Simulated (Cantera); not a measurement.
Charge: 1 mol Cr2O3, 2100 mol H2, a varied amount of H2O, at 0.100 bar.

Cantera equilibrium calculation (NASA polynomials, part measured and part estimated; ideal gas, pure solids and liquids). Candidate condensed phases: Cr, Cr2O3, H2O; 13 gas species. Mutual solubility and eutectic melting of coexisting phases are not modelled. Kinetics and transport are ignored.

**Question.** What condenses at these points (T in K, n(H2O) in mol): (1098, 2); (1898, 7.3); (1398, 0.82); (1098, 1.3); (1698, 4.7); (1798, 1.3)?

**Answer.** 
```tsv
T (K)	n(H2O) in mol	condensed phases	Cr condensed (%)
1098	2	Cr2O3	100.0
1898	7.3	gas only	0.0
1398	0.82	Cr + Cr2O3	99.9
1098	1.3	Cr2O3	100.0
1698	4.7	Cr	78.7
1798	1.3	Cr	5.0
```
